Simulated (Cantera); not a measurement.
Input: 1 mol CH3SiCl3, 0.0068 mol C2H2, 290 mol H2, held at 7800 Pa.

Method: chemical equilibrium by Gibbs-energy minimisation in Cantera with the NASA 1993 tables (ideal gas, pure condensed phases). Candidate condensed phases: C, C6H6, C7H8, C8H18, Si, SiC; 109 gas species. The feed counts by its element totals alone. Rates play no part. All values below are at 1773 K.

Base state: H2 0.989, HCl 0.0102, H 0.00101, CH4 2.52e-5, C2H2 (acetylene) 2.13e-5, SiCl2 1.83e-5 (mole fractions); condensed: SiC(s).

Q: What changes in the equilibrium state with this change: CH3SiCl3 replaced by (CH3)2SiCl2?

A: 
```tsv
species	before	after
H2	0.989	0.992
HCl	0.0102	0.00679
H	0.00101	0.00101
C2H2 (acetylene)	2.13e-5	0.000139
SiCl2	1.83e-5	3.17e-6
CH4	2.52e-5	6.47e-5
SiC(s), mol	0.994	0.999
C(graphite), mol	0	0.914
```
